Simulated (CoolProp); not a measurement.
R236EA at several states: Z from the reference equation and from simpler models built on Tc = 139.3 °C, pc = 3414 kPa, ω = 0.368; each cubic takes its own stable root.

Computed with CoolProp (reference Helmholtz-energy equation of state, Rui 2013).

```tsv
T (°C)	p (kPa)	phase	reference
76.75	123	gas	0.9771
116.45	1550	gas	0.7672
78.65	6000	liquid	0.2447
115.85	17.4	gas	0.9978
-2.25	19.2	gas	0.9910
19.85	184	liquid	0.007960
```

Problem. How far does each simpler model (van der Waals, Redlich-Kwong, Peng-Robinson) lie from the reference over these 6 states: mean and median of the absolute difference, and the worst?

Solution. 
- van der Waals: mean 2010.8 %, median 3.6 %, worst +12000.5 % at 19.85 °C and 184 kPa
- Redlich-Kwong: mean 1976.4 %, median 1.3 %, worst +11839.7 % at 19.85 °C and 184 kPa
- Peng-Robinson: mean 1.1 %, median 0.7 %, worst -3.1 % at 19.85 °C and 184 kPa

At some of these states van der Waals, Redlich-Kwong gives the other phase, because its saturation line lies elsewhere.
